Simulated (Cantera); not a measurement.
A jet of CH4 : O2 : N2 = 0.041 : 0.073 : 0.79 (molar parts) at 300 K and 0.0217 atm hits a platinum plate 5.4 cm away at a mass flux of 0.026 kg/m²/s; the plate temperature is set and raised in steps from an oxygen-covered start.

Cantera simulation using Deutschmann's 1995 Pt surface mechanism with GRI-Mech 3.0 gas chemistry; the numbers are that mechanism's predictions, not measurements. Catalytic surfaces can have several steady states; this one follows from the mechanism file's or the stated starting coverage.

x: mole fraction at the wall; θ: surface coverage.

```csv
plate T (K),wall x CH4,wall x O2,wall x H2O,wall x OH,wall x CO,wall x CO2,θ free Pt,θ O*,θ CO*
850,0.0345,0.0577,0.0204,1.36e-8,1.25e-5,0.0133,0.246,0.753,1.57e-5
900,0.0273,0.0423,0.0338,5.29e-8,1.49e-5,0.0222,0.345,0.654,1.33e-5
950,…,…,…,…,…,…,…,…,…
1000,0.0140,0.0143,0.0582,3.95e-7,1.98e-5,0.0384,0.602,0.397,9.47e-6
1050,0.00579,0.00356,0.0727,2.29e-8,0.0129,0.0333,0.992,0.000228,0.00795
1100,0.00590,0.00371,0.0722,…,0.0126,0.0336,0.996,…,…
1150,0.00603,0.00387,0.0716,1.41e-7,0.0121,0.0340,0.997,0.000320,0.00206
1200,0.00616,0.00403,0.0709,3.20e-7,0.0114,0.0346,0.998,0.000388,0.00110
```

Q: What belongs in the gaps?

A: 
- 950, wall x CH4: 0.0203
- 950, wall x O2: 0.0274
- 950, wall x H2O: 0.0468
- 950, wall x OH: 1.61e-7
- 950, wall x CO: 1.70e-5
- 950, wall x CO2: 0.0308
- 950, θ free Pt: 0.460
- 950, θ O*: 0.539
- 950, θ CO*: 1.08e-5
- 1100, wall x OH: 5.87e-8
- 1100, θ O*: 0.000268
- 1100, θ CO*: 0.00397
